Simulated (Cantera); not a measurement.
Charge: 1 mol SiO₂, 0.81 mol H₂, 3.2 mol H₂O, at 923 K and 98000 Pa.

Equilibrium computed with Cantera from the NASA thermochemical tables; the gas is ideal and each condensed phase is pure. Candidate condensed phases: H₂O, Si, SiO₂; 18 gas species. The numbers say what is thermodynamically allowed, not how fast it happens.

Base state: H₂O 0.798, H₂ 0.202 (mole fractions); condensed: SiO₂(β-quartz).

**Question.** What changes in the equilibrium state with this change: 0.043 mol NH₃ added?

**Answer.** 
```tsv
species	before	after
H₂O	0.798	0.781
H₂	0.202	0.213
N₂	0	0.00525
SiO₂(β-quartz), mol	1.00	1.00
```
Further candidate phases: Si₂N₂O, Si₃N₄.
